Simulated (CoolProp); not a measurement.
Model: reference Helmholtz-energy equation of state, Schroeder 2014, in CoolProp.

Q: Give the vapour pressure (MPa), vapour density (kg/m³), enthalpy of vaporisation (kJ/kg), surface tension (mN/m) of saturated ethanol at 36.15, 125.85 °C.

A: 
| T (°C) | p (MPa) | vapour density (kg/m³) | enthalpy of vaporisation (kJ/kg) | surface tension (mN/m) |
|---|---|---|---|---|
| 36.15 | 0.0146 | 0.264 | 908 | 20.8 |
| 125.85 | 0.509 | 7.78 | 754 | 12.0 |

Surface tension comes from a separate correlation (Mulero 2012).
